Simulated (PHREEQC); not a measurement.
Make-up at 20 °C: 2.4 mmol/kgw HCl, 150 mmol/kgw LiCl and 0.033 mmol/kgw Fe2(SO4)3. Closed to the air; pH follows from the charge balance.

Equilibrium calculation in PHREEQC: ion-association model, wateq4f.dat.

```
Item                     Result
----------------  -------------
pH                         2.71
ionic strength    0.153 mol/kgw
total alkalinity   -2.53 meq/kg
```

```tsv
species	molality	activity	log γ
Cl-	0.152	0.112	-0.134
Li+	0.150	0.116	-0.112
H+	0.00242	0.00196	-0.092
SO4-2	7.60e-5	2.47e-5	-0.488
FeCl+2	2.22e-5	7.33e-6	-0.482
FeOH+2	1.88e-5	6.20e-6	-0.482
Fe+3	1.71e-5	2.55e-6	-0.826
LiSO4-	1.65e-5	1.25e-5	-0.120
FeCl2+	5.66e-6	4.30e-6	-0.119
HSO4-	5.64e-6	4.22e-6	-0.125
Fe(OH)2+	1.13e-6	8.62e-7	-0.117
FeSO4+	8.14e-7	6.17e-7	-0.120
Fe2(OH)2+4	1.02e-7	1.28e-9	-1.903
FeCl3	4.65e-8	4.81e-8	0.015
FeHSO4+2	9.72e-9	3.25e-9	-0.476
```

Precipitation was switched off in this run. Saturation is exceeded, for instance for Hematite (slow to form), Goethite (slow to form); the values hold only as long as no solid forms.
